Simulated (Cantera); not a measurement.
A freely propagating, adiabatic, planar premixed flame of 8.90 % CO, 1.16 % H₂, 5.69 % CH₄, 15.0 % O₂, 69.2 % N₂, unburnt at 575 K and 285 Torr; mixture-averaged transport, grid criteria slope 0.08 and curve 0.16, no radiation.

Cantera simulation using GRI-Mech 3.0 (53 species, 325 reactions); the numbers are that mechanism's predictions, not measurements. Burning velocities carry a grid error of a few per cent, more on coarse grids.

Question: Predict: laminar burning velocity; thermal thickness; peak x(HO₂).

Answer: 
| Item | Result |
|---|---|
| laminar burning velocity | 164 cm/s |
| thermal thickness | 0.861 mm |
| peak x(HO₂) | 0.000104 |
